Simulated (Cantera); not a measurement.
Cantera run:

```python
import numpy as np
import cantera as ct

gas_names = """
    N NO NO2 NO3 N2 N2O O O2 O3 Si SiN SiO SiO2 Si2 Si2N Si3
""".split()
cond_names = """
    Si(cr) Si(L) SiO2(Lqz) SiO2(hqz) SiO2(L) Si2N2O(s) Si3N4(a)
""".split()


# ... load() reads the species with a 1 bar reference pressure and builds the phases ...
atoms = {
    'Si3N4': {'Si': 3, 'N': 4},
    'N2O': {'N': 2, 'O': 1},
    'N2': {'N': 2},
}
top_T = {'Si2N2O(s)': 2100, 'Si3N4(a)': 2400}  # K; cautious upper limits of use, not melting points


# ... equilibrate(T, P, feed) seeds the gas with the atoms and calls Mixture.equilibrate('TP', solver="vcs", rtol=1e-11, max_steps=5000) ...
results = []
feed = {'Si3N4': 1, 'N2O': 1, 'N2': 970}  # mol
T = 1798.15  # K
for P in [0.1, 0.75, 5.6, 42, 320, 2400, 18000, 130000, 1000000]:
    mix = equilibrate(T, P, feed)
    results.append((T, P, feed, dict(zip(mix.species_names, mix.species_moles))))

top = {s: max(r[3][s] / sum(r[3][g] for g in gas_names) for r in results) for s in gas_names}
cols = sorted((s for s in top if top[s] > 1e-06), key=lambda s: -top[s])[:8]
seen = [c for c in cond_names if any(r[3].get(c, 0) > 1e-12 for r in results)]
print("log10 of partial pressures in bar; condensed amounts in mol")
print(f"{'P/Pa':>10s}" + "".join(f"{s[:9]:>10s}" for s in cols + seen))
for T, P, feed, n in results:
    ng = sum(n[g] for g in gas_names)
    print(f"{P:10.4g}" + "".join(f"{np.log10(max(n[s] / ng * P / 1e5, 1e-99)):10.3f}" for s in cols)
          + "".join(f"{n.get(c, 0):10.4g}" for c in seen))
```

Result:

```
log10 of partial pressures in bar; condensed amounts in mol
      P/Pa        N2        Si       SiO      Si2N       SiN       Si2       Si3     Si(L) Si2N2O(s)  Si3N4(a)
       0.1    -6.001    -8.689    -8.989   -15.012   -12.041   -14.089   -17.890         0         0         0
      0.75    -5.126    -7.814    -8.114   -12.825   -10.728   -12.339   -15.266         0         0         0
       5.6    -4.253    -6.942    -7.241   -10.645    -9.420   -10.595   -12.651         0         0         0
        42    -3.378    -6.074    -6.366    -8.471    -8.114    -8.859   -10.047         0         0         0
       320    -2.496    -5.510    -5.484    -6.902    -7.109    -7.731    -8.354    0.9427         0         0
      2400    -1.620    -5.809    -4.608    -7.062    -6.970    -8.329    -9.250         0         0    0.6417
   1.8e+04    -0.745    -6.392    -3.938    -7.791    -7.116    -9.496   -11.001         0     0.377    0.5401
   1.3e+05     0.114    -6.965    -4.224    -8.507    -7.259   -10.641   -12.719         0    0.9554    0.3482
     1e+06     1.000    -7.555    -4.520    -9.245    -7.407   -11.822   -14.491         0    0.9971    0.3343
```

These are equilibrium values from Cantera (NASA tables, ideal gas, pure condensed phases), not measurements of a reactor. Mutual solubility and eutectic melting of coexisting phases are not modelled. The tables' values for SiN are old estimates; treat these amounts as uncertain.
